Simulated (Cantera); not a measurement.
An isothermal, constant-pressure homogeneous reactor starts with 0.381 % H₂, 99.6 % O₂, equivalence ratio 0.0019, at 1375 K and 0.00158 atm.

Cantera simulation using the H2/O2 subset of GRI-Mech 3.0, which has no nitrogen chemistry; the numbers are that mechanism's predictions, not measurements. Radical loss at walls, strong at low pressure, is not modelled.

x: mole fraction; the columns are a selection and need not sum to one.

```csv
t (s),x H₂,x O₂,x HO₂,x OH,x H₂O,x H,x O
0.000200,0.00381,0.996,1.50e-9,6.00e-10,7.82e-12,9.03e-10,6.02e-10
0.000436,0.00381,0.996,3.26e-9,2.05e-9,6.26e-11,1.26e-9,…
0.000950,0.00381,0.996,7.11e-9,5.90e-9,4.26e-10,1.51e-9,…
0.00207,0.00381,0.996,1.55e-8,1.54e-8,2.55e-9,1.92e-9,…
0.00451,0.00381,0.996,3.37e-8,4.17e-8,1.48e-8,3.05e-9,…
0.00983,0.00381,0.996,7.32e-8,1.41e-7,9.65e-8,7.38e-9,…
0.0214,0.00381,0.996,1.58e-7,9.33e-7,9.98e-7,4.20e-8,…
0.0467,0.00375,0.996,2.95e-7,3.57e-5,4.48e-5,1.58e-6,…
0.102,0.000242,0.993,3.34e-8,0.000828,0.00312,7.15e-5,…
0.222,6.00e-6,0.992,2.16e-8,0.000490,0.00353,4.59e-5,0.00348
0.483,5.94e-6,0.992,2.15e-8,0.000489,0.00354,4.56e-5,0.00347
1.05,5.90e-6,0.992,2.14e-8,0.000487,0.00354,4.51e-5,0.00344
2.29,5.80e-6,0.993,2.12e-8,0.000483,0.00354,4.40e-5,0.00338
5.00,5.60e-6,0.993,2.09e-8,0.000475,0.00355,4.17e-5,0.00326
```

Problem. Complete the blanks.

Solution. 
- 0.000436, x O: 2.07e-9
- 0.000950, x O: 6.03e-9
- 0.00207, x O: 1.61e-8
- 0.00451, x O: 4.56e-8
- 0.00983, x O: 1.63e-7
- 0.0214, x O: 1.12e-6
- 0.0467, x O: 4.35e-5
- 0.102, x O: 0.00304
